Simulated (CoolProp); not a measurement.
Vapour-liquid equilibrium of o-xylene (1) + n-undecane (2) at 0.237 MPa; x and y are mole fractions of (1).

Model: multi-fluid Helmholtz-energy mixture model, Zhou 2012 and Aleksandrov 2011; pair parameters Bell 2016, in CoolProp.

Problem. Give the bubble temperature and the first vapour's composition at x = 0.55, 0.65, 0.95. Is there an azeotrope?

Solution. x = 0.55: 471.8 K, y = 0.781; x = 0.65: 466.9 K, y = 0.848; x = 0.95: 454.6 K, y = 0.984. No azeotrope shows between x = 0.05 and 0.95.

Pair parameters are fitted to limited data, so mixtures are less certain than the pure fluids.
